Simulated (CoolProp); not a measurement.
Vapour-liquid equilibrium of n-butane (1) + trans-2-butene (2) at -79.75 °C; x and y are mole fractions of (1).

The numbers come from the multi-fluid Helmholtz-energy mixture model, Bücker 2006 and Lemmon 2005; pair parameters Bell 2016 in CoolProp.

| x | bubble pressure (bar) | y at the bubble point | dew pressure at overall composition x (bar) | liquid density (mol/L) |
|---|---|---|---|---|
| 0.05 | 0.01017 | 0.064 | 0.01014 | 12.62 |
| 0.15 | 0.01043 | 0.180 | 0.01037 | 12.52 |
| 0.25 | 0.01064 | 0.286 | 0.01057 | 12.41 |
| 0.35 | 0.01082 | 0.385 | 0.01076 | 12.31 |
| 0.45 | 0.01096 | 0.481 | 0.01092 | 12.22 |
| 0.55 | 0.01108 | 0.575 | 0.01105 | 12.12 |
| 0.65 | 0.01117 | 0.668 | 0.01115 | 12.02 |
| 0.75 | 0.01125 | 0.762 | 0.01124 | 11.93 |
| 0.85 | 0.01131 | 0.856 | 0.01130 | 11.84 |
| 0.95 | 0.01135 | 0.952 | 0.01135 | 11.75 |

No azeotrope shows between x = 0.05 and 0.95.

The pair parameters rest on a limited set of measurements; away from them the model extrapolates.
